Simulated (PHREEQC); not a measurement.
Consider water at 25 °C with 1.7 mol/kgw H2SO4 and 0.045 mol/kgw Na2B4O7. Closed to the air; pH follows from the charge balance.

Model: Pitzer model, pitzer.dat, run in PHREEQC.

No solid was allowed to form.

### Question
Predict the pH, activity of water, density.

### Answer
pH -0.48; activity of water 0.926; density 1.100 g/cm³.

### Question
In which forms is S present?

### Answer
HSO4- 75 %, SO4-2 25 % of the S.

In brines, pH and single-ion activities rest on the MacInnes convention.
